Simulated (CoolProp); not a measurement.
A simple Rankine cycle with dimethyl carbonate: condensing at 318.15 K, boiler at 0.225 MPa, turbine inlet 392.5 K, turbine efficiency 0.65, pump efficiency 0.6, no recuperator. Each further row changes one setting.

The numbers come from the reference Helmholtz-energy equation of state, Zhou 2011 in CoolProp.

```tsv
case	thermal efficiency (%)	net work (kJ/kg)	heat in (kJ/kg)	turbine exit temperature (K)	volume ratio over the turbine
as stated	10.4	52.1	499	350.2	11.2
turbine inlet 412.5 K	10.4	55.1	529	[?]	11.2
condensing temperature 310.15 K	11.5	59.0	514	344.7	[?]
boiler pressure 0.158 MPa	9.1	45.6	501	356.6	7.89
turbine efficiency 0.55	[?]	44.0	499	[?]	11.4
```

Problem. What belongs in the gaps?

Solution. 
- turbine inlet 412.5 K, turbine exit temperature (K): 370.0
- condensing temperature 310.15 K, volume ratio over the turbine: 15.9
- turbine efficiency 0.55, thermal efficiency (%): 8.8
- turbine efficiency 0.55, turbine exit temperature (K): 356.3
